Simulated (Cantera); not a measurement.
A perfectly stirred reactor is fed with CH₄ : H₂ : O₂ = 0.046 : 1 : 0.001 (molar parts), equivalence ratio 590, at 0.0460 bar; it is held at 2350 K, and followed from long to short residence time.

Computed with Cantera and GRI-Mech 3.0 (53 species, 325 reactions). GRI-Mech 3.0 stops at C3 and has no aromatics, soot or wall deposition, so with more carbon than oxygen in the feed, carbon stays in small species such as C2H2 where larger ones or solid carbon would form. Radical loss at walls, strong at low pressure, is not modelled.

Q: What does this change do: temperature 2350 to 2825 K?

A: 
```json
[
 {"quantity": "x(CH₄) at τ = 14.0 s", "before": "2.80e-5", "after": "1.50e-6"},
 {"quantity": "x(H₂) at τ = 14.0 s", "before": "0.923", "after": "0.645"},
 {"quantity": "x(O₂) at τ = 14.0 s", "before": "1.27e-9", "after": "1.32e-10"},
 {"quantity": "x(C₂H₄) at τ = 14.0 s", "before": "1.06e-6", "after": "1.21e-7"},
 {"quantity": "x(CH₂CO) at τ = 14.0 s", "before": "2.41e-10", "after": "2.19e-11"},
 {"quantity": "x(CH₄) at τ = 0.260 s", "before": "0.000273", "after": "3.18e-6"},
 {"quantity": "x(H₂) at τ = 0.260 s", "before": "0.934", "after": "0.670"},
 {"quantity": "x(O₂) at τ = 0.260 s", "before": "8.61e-8", "after": "7.77e-9"},
 {"quantity": "x(C₂H₄) at τ = 0.260 s", "before": "1.66e-6", "after": "1.52e-7"},
 {"quantity": "x(CH₂CO) at τ = 0.260 s", "before": "1.28e-8", "after": "2.96e-10"}
]
```

Q: What does this change do: pressure from 0.0460 bar to 0.0133 bar?

A: 
```tsv
quantity	before	after
x(CH₄) at τ = 14.0 s	2.80e-5	1.35e-5
x(H₂) at τ = 14.0 s	0.923	0.881
x(O₂) at τ = 14.0 s	1.27e-9	2.44e-9
x(C₂H₄) at τ = 14.0 s	1.06e-6	3.04e-7
x(CH₂CO) at τ = 14.0 s	2.41e-10	2.27e-10
x(CH₄) at τ = 0.260 s	0.000273	0.000571
x(H₂) at τ = 0.260 s	0.934	0.936
x(O₂) at τ = 0.260 s	8.61e-8	3.16e-7
x(C₂H₄) at τ = 0.260 s	1.66e-6	2.12e-6
x(CH₂CO) at τ = 0.260 s	1.28e-8	4.11e-8
```
